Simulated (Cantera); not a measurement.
An adiabatic, constant-volume homogeneous reactor starts with CH4 : C2H6 : O2 : N2 = 1 : 0.23 : 4.84 : 18.2 (molar parts), equivalence ratio 0.58, at 1075 K and 3750 Torr. Integrator tolerance rtol = 1e-08.

Computed with Cantera and GRI-Mech 3.0 (53 species, 325 reactions).

```
quantity                                                              before                                    after
---------------------------------  -----------------------------------------  ---------------------------------------
time of steepest temperature rise                                    10.4 ms                                  12.2 ms
temperature at 0.900 s                                                2501 K                                   2213 K
equilibrium temperature                                               2501 K                                   2213 K
x(CH4) at 0.900 s                      <1e-12 (gas-phase equilibrium <1e-12)    <1e-12 (gas-phase equilibrium <1e-12)
x(C2H6) at 0.900 s                     <1e-12 (gas-phase equilibrium <1e-12)    <1e-12 (gas-phase equilibrium <1e-12)
x(O2) at 0.900 s                       0.0758 (gas-phase equilibrium 0.0758)    0.0575 (gas-phase equilibrium 0.0575)
x(H) at 0.900 s                    0.000193 (gas-phase equilibrium 0.000193)  2.15e-5 (gas-phase equilibrium 2.15e-5)
x(OH) at 0.900 s                     0.00627 (gas-phase equilibrium 0.00627)  0.00189 (gas-phase equilibrium 0.00189)
```

Question: Name the change that produced these shifts.
A. N2 18.2 to 27 parts
B. pressure from 3750 Torr to 760 Torr
C. pressure from 3750 Torr to 9750 Torr
D. pressure from 3750 Torr to 180 Torr

Answer: A, N2 18.2 to 27 parts
